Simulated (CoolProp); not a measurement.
Vapour-liquid equilibrium of R134a (1) + R227EA (2) at -75.65 °C; x and y are mole fractions of (1).

Values from CoolProp's multi-fluid Helmholtz-energy mixture model, Tillner-Roth 1994 and Lemmon 2016; pair parameters Bell 2016.

| x | bubble pressure, mixture model (bar) | bubble pressure, Raoult's law (bar) | y, mixture model | y, Raoult's law |
|---|---|---|---|---|
| 0.05 | 0.03157 | 0.03085 | 0.105 | 0.084 |
| 0.2 | 0.03650 | 0.03420 | 0.342 | 0.305 |
| 0.35 | 0.04063 | 0.03755 | 0.509 | 0.485 |
| 0.5 | 0.04410 | 0.04090 | 0.639 | 0.637 |
| 0.65 | 0.04701 | 0.04425 | 0.750 | 0.765 |
| 0.8 | 0.04947 | 0.04760 | 0.854 | 0.875 |
| 0.95 | 0.05150 | 0.05096 | 0.961 | 0.971 |

The largest gap from Raoult's law is +8.2 % in bubble pressure, at x = 0.35. No azeotrope shows between x = 0.05 and 0.95.

The pair parameters rest on a limited set of measurements; away from them the model extrapolates.
